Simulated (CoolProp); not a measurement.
Dimethyl carbonate along the isotherm 600 K: fugacity coefficient from the reference equation and from simpler models built on Tc = 557.0 K, pc = 4909 kPa, ω = 0.346; each cubic takes its own stable root.

Model: reference Helmholtz-energy equation of state, Zhou 2011, in CoolProp.

```
p (kPa)          phase  reference
-------  -------------  ---------
23.3               gas     0.9987
44.1               gas     0.9976
83.7               gas     0.9954
159                gas     0.9913
301                gas     0.9835
570                gas     0.9689
1080               gas     0.9414
2050               gas     0.8903
3880               gas     0.7964
7360     supercritical     0.6248
```

Task: How far does each simpler model (van der Waals, Redlich-Kwong, Soave-Redlich-Kwong, Peng-Robinson) lie from the reference over these 10 states: mean and median of the absolute difference, and the worst?

Result: 
- van der Waals: mean 0.4 %, median 0.2 %, worst +1.3 % at 600 K and 3880 kPa
- Redlich-Kwong: mean 0.3 %, median 0.0 %, worst -1.8 % at 600 K and 7360 kPa
- Soave-Redlich-Kwong: mean 0.4 %, median 0.1 %, worst +2.4 % at 600 K and 7360 kPa
- Peng-Robinson: mean 0.6 %, median 0.2 %, worst -2.1 % at 600 K and 7360 kPa
